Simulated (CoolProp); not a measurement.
Vapour-liquid equilibrium of benzene (1) + n-octane (2) at 483.8 K; x and y are mole fractions of (1).

Model: multi-fluid Helmholtz-energy mixture model, Thol 2012 and Beckmüller 2019; pair parameters Bell 2016, in CoolProp.

Problem. Give the bubble pressure and the first vapour's composition at x = 0.25, 0.45, 0.55. Is there an azeotrope?

Solution. x = 0.25: 9.366 bar, y = 0.414; x = 0.45: 11.51 bar, y = 0.624; x = 0.55: 12.55 bar, y = 0.707. No azeotrope shows between x = 0.05 and 0.95.

Pair parameters are fitted to limited data, so mixtures are less certain than the pure fluids.
